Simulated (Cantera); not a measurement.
A closed system holds: 1 mol CCl4, 1.1 mol H2, 1.1 mol HCl, at 1.60e-5 bar.

Cantera equilibrium calculation (NASA polynomials, part measured and part estimated; ideal gas, pure solids and liquids). Candidate condensed phases: C, C6H6, C7H8, C8H18; 91 gas species. The numbers say what is thermodynamically allowed, not how fast it happens.

What share of the C ends up in condensed phases as a function of T (K), at 2150, 2250, 2350, 2450, 2550, 2650, 2750, 2850, 2950?


```json
[
 {"T (K)": "2150", "C condensed (%)": "99.7", "as": "C(graphite)"},
 {"T (K)": "2250", "C condensed (%)": "98.6", "as": "C(graphite)"},
 {"T (K)": "2350", "C condensed (%)": "92.1", "as": "C(graphite)"},
 {"T (K)": "2450", "C condensed (%)": "57.4", "as": "C(graphite)"},
 {"T (K)": "2550", "C condensed (%)": "0.0", "as": "-"},
 {"T (K)": "2650", "C condensed (%)": "0.0", "as": "-"},
 {"T (K)": "2750", "C condensed (%)": "0.0", "as": "-"},
 {"T (K)": "2850", "C condensed (%)": "0.0", "as": "-"},
 {"T (K)": "2950", "C condensed (%)": "0.0", "as": "-"}
]
```
